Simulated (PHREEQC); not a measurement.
Metal-bearing waste water

Dissolve 0.003 mol/kgw Pb(NO3)2, 0.078 mol/kgw CuCl2, 7.4e-05 mol/kgw NaH2PO4 and 0.011 mol/kgw NaCl at 10 °C. Closed to the air; pH follows from the charge balance.

Computed with PHREEQC (ion-association model, wateq4f.dat).

No solid was allowed to form.

Predict the pH.

pH 4.49.

In which forms is Cu present?

Cu+2 94 %, CuCl+ 5.9 % of the Cu.

Examples of supersaturated solids here: Atacamite. Others may be too. H3PO4, which wateq4f.dat lacks, is added to it with the constant of phreeqc.dat. Constants without temperature data keep their 25 °C values here. The database has no phosphate complexes of Pb, Cu.
